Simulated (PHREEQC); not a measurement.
Dissolve 15 mmol/kgw CuSO4, 140 mmol/kgw CaCl2 and 1.4 mmol/kgw H2SO4 at 25 °C. It is in equilibrium with CO2 at log p = -1 (atm). Otherwise closed; pH follows from the charge balance.

The numbers come from PHREEQC with the ion-association model, phreeqc.dat.

This is a speciation only: nothing precipitates in the calculation.

Problem. Order these Cu species by the share of Cu that they hold, largest first: CuSO4, CuCl+, Cu+2, CuCl2.

Solution. Cu+2 (78 %), CuCl+ (15 %), CuSO4 (5.5 %), CuCl2 (0.88 %)

Problem. Order these Ca species by the share of Ca that they hold, largest first: CaHSO4+, CaSO4, Ca+2.

Solution. Ca+2 (94 %), CaSO4 (5.9 %), CaHSO4+ (0.10 %)

The pH is 2.75 and the ionic strength 0.442 mol/kgw. Saturation is exceeded, for instance for Gypsum; the values hold only as long as no solid forms.
